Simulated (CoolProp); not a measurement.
Saturation properties of methane (Tc = 190.6 K, pc = 4.599 MPa, ω = 0.011).

Computed with CoolProp (reference Helmholtz-energy equation of state, Setzmann 1991).

```csv
T (K),p (MPa),liquid viscosity (µPa s),liquid conductivity (mW/(m K))
118.3,0.1694,[?],174
122.1,[?],94.2,169
125.8,0.2830,87.7,164
129.5,0.3564,81.9,159
133.3,0.4456,76.5,153
137,0.5472,71.7,148
140.7,[?],67.3,143
144.5,0.8035,63.0,137
148.2,0.9577,59.2,132
152,1.137,55.4,126
155.7,1.334,51.9,121
159.4,1.554,48.6,116
```

**Question.** Complete the blanks.

**Answer.** 
- 118.3, liquid viscosity (µPa s): 102
- 122.1, p (MPa): 0.2215
- 140.7, p (MPa): 0.6647

It boils at 111.7 K under 1 atm.

Viscosity comes from a separate model (Quiñones-Cisneros 2006). Thermal conductivity comes from a separate model (Friend 1989).
